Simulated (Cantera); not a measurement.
Input (Python, Cantera) and output of one run.

```python
import numpy as np
import cantera as ct

gas_names = """
    O3
""".split()
cond_names = """
    NbO2(I) NbO2(II) NbO2(III) NbO2(L) Nb(cr) Nb(L)
""".split()


def load(file, names, dense=False):
    # The tables refer to 1 bar. Condensed volumes are neglected.
    table = {s.name: s for s in ct.Species.list_from_file(file)}
    out = []
    for n in names:
        d = dict(table[n].input_data)
        d["thermo"] = dict(d["thermo"], **{"reference-pressure": 1e5})
        if dense:
            d["equation-of-state"] = {"model": "constant-volume", "density": "1e6 g/cm^3"}
        out.append(ct.Species.from_dict(d))
    return out


species = {s.name: s for s in load("nasa_gas.yaml", gas_names) + load("nasa_condensed.yaml", cond_names)}
# Each term lists the table entries of one substance; the one whose range holds T is used.
reactions = {
    '3 NbO2 = 3 Nb + 2 O3(g)':
        [(-3, ['NbO2(I)', 'NbO2(II)', 'NbO2(III)', 'NbO2(L)']), (3, ['Nb(cr)', 'Nb(L)']), (2, ['O3'])],
}


def pick(names, T):
    return next(species[n] for n in names if species[n].thermo.min_temp <= T <= species[n].thermo.max_temp)


results = []
for label, terms in reactions.items():
    print(label)
    print("     T/K   dH/kJ  dS/(J/K)   dG/kJ   log10 K")
    for T in [300, 2200, 2275, 2350, 2425, 2500, 2575, 2650, 2725, 2800, 2875, 2950]:
        used = [(nu, pick(names, T)) for nu, names in terms]
        dH = sum(nu * s.thermo.h(T) for nu, s in used) / 1e6
        dS = sum(nu * s.thermo.s(T) for nu, s in used) / 1e3
        dG = dH - T * dS / 1e3
        logK = -dG * 1e6 / (ct.gas_constant * T * np.log(10))
        results.append((label, T, dH, dS, dG, logK, [s.name for _, s in used]))
        print(f"{T:8g} {dH:8.1f} {dS:8.1f} {dG:8.1f} {logK:8.2f}")
```

It prints:

```
3 NbO2 = 3 Nb + 2 O3(g)
     T/K   dH/kJ  dS/(J/K)   dG/kJ   log10 K
     300   2668.4    423.8   2541.3  -442.47
    2200   2308.4    209.6   1847.3   -43.86
    2275   2306.3    208.7   1831.6   -42.05
    2350   2304.7    208.0   1816.0   -40.36
    2425   2303.6    207.5   1800.4   -38.78
    2500   2302.9    207.2   1784.9   -37.29
    2575   2302.7    207.1   1769.3   -35.89
    2650   2303.1    207.3   1753.8   -34.57
    2725   2304.0    207.6   1738.2   -33.32
    2800   2384.6    236.9   1721.2   -32.11
    2875   2384.0    236.7   1703.4   -30.95
    2950   2383.6    236.6   1685.7   -29.85
```

Standard-state values (1 bar) from the NASA 1993 polynomials, evaluated with Cantera. Condensed species are held in their standard states even where they would react or evaporate.
